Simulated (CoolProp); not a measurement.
Ethanol along the isobar 40.2 bar: fugacity coefficient from the reference equation and from simpler models built on Tc = 514.7 K, pc = 62.68 bar, ω = 0.644; each cubic takes its own stable root.

The numbers come from the reference Helmholtz-energy equation of state, Schroeder 2014 in CoolProp.

| T (K) | phase | reference | van der Waals | Redlich-Kwong | Soave-Redlich-Kwong | Peng-Robinson |
|---|---|---|---|---|---|---|
| 262.6 | liquid | 0.0002032 | 0.05693 | 0.005243 | 0.0001604 | 0.0001915 |
| 299 | liquid | 0.002251 | 0.1213 | 0.02479 | 0.002111 | 0.002316 |
| 335.3 | liquid | 0.01367 | 0.2170 | 0.07589 | 0.01384 | 0.01440 |
| 371.6 | liquid | 0.05434 | 0.3432 | 0.1743 | 0.05643 | 0.05679 |
| 408 | liquid | 0.1579 | 0.4954 | 0.3275 | 0.1637 | 0.1615 |
| 444.3 | liquid | 0.3575 | 0.6642 | 0.5287 | 0.3653 | 0.3566 |
| 480.6 | liquid | 0.6651 | 0.7743 | 0.7391 | 0.6613 | 0.6432 |
| 517 | gas | 0.8134 | 0.8126 | 0.7909 | 0.7921 | 0.7737 |
| 553.3 | gas | 0.8670 | 0.8422 | 0.8292 | 0.8450 | 0.8266 |

At some of these states van der Waals, Redlich-Kwong gives the other phase, because its saturation line lies elsewhere.
